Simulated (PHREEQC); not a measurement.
## Reverse-osmosis permeate: an equilibrium model

Synthetic water in mg/L, 58 °C, pH 6.79, pe 10.4: Na 0.314; K 0.0229; Ca 1.68; Mg 0.0925; Cl 1.61; S(6) as SO4 1.14; Alkalinity as HCO3 2.42; F 0.00179; Ba 0.0166; Sr 0.0523; O(0) (dissolved oxygen) 0.000765; Cd 0.00134.

Valence states are taken as typed.

The numbers come from PHREEQC with the ion-association model, wateq4f.dat.

No solid was allowed to form.

Q: Predict the charge-balance error.

A: charge-balance error -0.8 %.

Q: In which forms is C present?

A: HCO3- 76 %, CO2 24 % of the C.

At this temperature some constants are extrapolated from 25 °C, and those without enthalpy data are left unchanged.
